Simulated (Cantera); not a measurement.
Charge: 1 mol CO, 0.073 mol H2O, 0.48 mol H2, at 1.20 mbar.

Equilibrium computed with Cantera from the NASA thermochemical tables; the gas is ideal and each condensed phase is pure. Candidate condensed phases: C, C6H6, C7H8, C8H18, H2O; 110 gas species. Kinetics and transport are ignored.

### Question
At 2473 K, list the 4 most abundant gas species with their mole fractions, and the condensed phases.

### Answer
CO 0.545, H 0.256, H2 0.158, H2O 0.0179. Condensed: gas only.
